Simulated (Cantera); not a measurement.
What does this Cantera script print?

```python
import numpy as np
import cantera as ct

gas_names = """
    F FO FO2 F2 F2O H HF HOF HO2 H2 H2F2 H2O H2O2 H3F3 H4F4 H5F5 H6F6 H7F7 Mg MgF MgF2 MgH MgO MgOH
    MgO2H2 Mg2 Mg2F4 O OH O2 O3
""".split()
cond_names = """
    H2O(s) H2O(L) Mg(cr) Mg(L) MgF2(s) MgF2(L) MgO(s) MgO(L) MgO2H2(s)
""".split()


# ... load() reads the species with a 1 bar reference pressure and builds the phases ...
atoms = {
    'MgO': {'Mg': 1, 'O': 1},
    'HF': {'H': 1, 'F': 1},
    'H2': {'H': 2},
}
top_T = {}  # K; cautious upper limits of use, not melting points


# ... equilibrate(T, P, feed) seeds the gas with the atoms and calls Mixture.equilibrate('TP', solver="vcs", rtol=1e-11, max_steps=5000) ...
results = []
feed = {'MgO': 1, 'HF': 9.6, 'H2': 0.51}  # mol
P = 3  # Pa
for T in [775, 875, 975, 1075, 1175, 1275, 1375, 1475, 1575]:
    mix = equilibrate(T, P, feed)
    results.append((T, P, feed, dict(zip(mix.species_names, mix.species_moles))))

top = {s: max(r[3][s] / sum(r[3][g] for g in gas_names) for r in results) for s in gas_names}
cols = sorted((s for s in top if top[s] > 1e-05), key=lambda s: -top[s])[:8]
seen = [c for c in cond_names if any(r[3].get(c, 0) > 1e-12 for r in results)]
print("log10 of partial pressures in bar; condensed amounts in mol")
print(f"{'T/K':>10s}" + "".join(f"{s[:9]:>10s}" for s in cols + seen))
for T, P, feed, n in results:
    ng = sum(n[g] for g in gas_names)
    print(f"{T:10.4g}" + "".join(f"{np.log10(max(n[s] / ng * P / 1e5, 1e-99)):10.3f}" for s in cols)
          + "".join(f"{n.get(c, 0):10.4g}" for c in seen))
```

Output:

```
log10 of partial pressures in bar; condensed amounts in mol
       T/K        HF       H2O        H2      MgF2         H       MgF        Mg        OH   MgF2(s)    MgO(s)
       775    -4.602    -5.482    -5.775   -16.689   -14.891   -25.862   -29.755   -18.229         1         0
       875    -4.602    -5.482    -5.775   -13.706   -13.187   -21.219   -24.254   -16.029         1         0
       975    -4.602    -5.482    -5.775   -11.350   -11.829   -17.545   -19.899   -14.278         1         0
      1075    -4.602    -5.482    -5.775    -9.443   -10.721   -14.569   -16.369   -12.850    0.9999         0
      1175    -4.564    -5.940    -5.804    -7.871    -9.814   -12.163   -13.556   -12.106    0.3684    0.6272
      1275    -4.553    -6.607    -5.820    -6.607    -9.043   -10.174   -11.200   -11.764         0    0.9167
      1375    -4.559    -6.369    -5.821    -6.370    -8.376    -9.296    -9.986   -10.669         0     0.856
      1475    -4.567    -6.168    -5.823    -6.171    -7.799    -8.541    -8.939    -9.725         0     0.771
      1575    -4.578    -5.995    -5.832    -6.004    -7.298    -7.890    -8.034    -8.900         0    0.6583
```

Equilibrium computed with Cantera from the NASA thermochemical tables; the gas is ideal and each condensed phase is pure. Mutual solubility and eutectic melting of coexisting phases are not modelled.
